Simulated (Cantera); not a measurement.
A Cantera script and what it prints.

```python
import numpy as np
import cantera as ct

gas_names = """
    N2O N2
""".split()
cond_names = """
    VN(s) V2O4(I) V2O4(II) V2O4(L)
""".split()


# ... load() reads the species with a 1 bar reference pressure and builds the phases ...
species = {s.name: s for s in load("nasa_gas.yaml", gas_names) + load("nasa_condensed.yaml", cond_names)}
# Each term lists the table entries of one substance; the one whose range holds T is used.
reactions = {
    '2 VN + 4 N2O(g) = 5 N2(g) + V2O4':
        [(-2, ['VN(s)']), (-4, ['N2O']), (5, ['N2']), (1, ['V2O4(I)', 'V2O4(II)', 'V2O4(L)'])],
}


def pick(names, T):
    return next(species[n] for n in names if species[n].thermo.min_temp <= T <= species[n].thermo.max_temp)


results = []
for label, terms in reactions.items():
    print(label)
    print("     T/K   dH/kJ  dS/(J/K)   dG/kJ   log10 K")
    for T in [1725, 1775, 1825, 1875, 1925]:
        used = [(nu, pick(names, T)) for nu, names in terms]
        dH = sum(nu * s.thermo.h(T) for nu, s in used) / 1e6
        dS = sum(nu * s.thermo.s(T) for nu, s in used) / 1e3
        dG = dH - T * dS / 1e3
        logK = -dG * 1e6 / (ct.gas_constant * T * np.log(10))
        results.append((label, T, dH, dS, dG, logK, [s.name for _, s in used]))
        print(f"{T:8g} {dH:8.1f} {dS:8.1f} {dG:8.1f} {logK:8.2f}")
```

It prints:

```
2 VN + 4 N2O(g) = 5 N2(g) + V2O4
     T/K   dH/kJ  dS/(J/K)   dG/kJ   log10 K
    1725  -1309.5    145.0  -1559.5    47.22
    1775  -1310.0    144.7  -1566.8    46.11
    1825  -1198.2    206.2  -1574.5    45.06
    1875  -1197.0    206.8  -1584.8    44.15
    1925  -1195.9    207.4  -1595.2    43.28
```

Source: NASA polynomial tables (part measured, part estimated), evaluated in Cantera. VN: taken at fixed stoichiometry. Condensed species are held in their standard states even where they would react or evaporate.
